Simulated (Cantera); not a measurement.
Feed: 1 mol CaCl2, 0.11 mol O2, a varied amount of N2, 20 mol H2, held at 1675 K and 0.120 bar.

These are equilibrium values from Cantera (NASA tables, ideal gas, pure condensed phases), not measurements of a reactor. Candidate condensed phases: Ca, CaCl2, CaO, Ca(OH)2, H2O, NH4Cl; 36 gas species. Condensed phases not in the tables: oxide chlorides. Rates play no part.

### Question
At 97 mol N2, list the 6 most abundant gas species with their mole fractions, and the condensed phases.

### Answer
N2 0.822, H2 0.168, CaCl2 0.00708, HCl 0.00277, H2O 0.000487, H 0.000137. Condensed: CaO(s).
